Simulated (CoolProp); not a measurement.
Vapour-liquid equilibrium of carbon dioxide (1) + R227EA (2) at 266.6 K; x and y are mole fractions of (1).

Values from CoolProp's multi-fluid Helmholtz-energy mixture model, Span 1996 and Lemmon 2016; pair parameters Bell 2016.

| x | bubble pressure (bar) | y at the bubble point | dew pressure at overall composition x (bar) | liquid density (mol/L) |
|---|---|---|---|---|
| 0.05 | 2.614 | 0.426 | 1.599 | 9.188 |
| 0.2 | 6.078 | 0.770 | 1.895 | 10.23 |
| 0.35 | 9.693 | 0.869 | 2.319 | 11.47 |
| 0.5 | 13.46 | 0.918 | 2.982 | 12.98 |
| 0.65 | 17.50 | 0.949 | 4.164 | 14.88 |
| 0.8 | 22.04 | 0.973 | 6.864 | 17.32 |
| 0.95 | 27.29 | 0.994 | 17.65 | 20.58 |

No azeotrope shows between x = 0.05 and 0.95.

Pair parameters are fitted to limited data, so mixtures are less certain than the pure fluids.
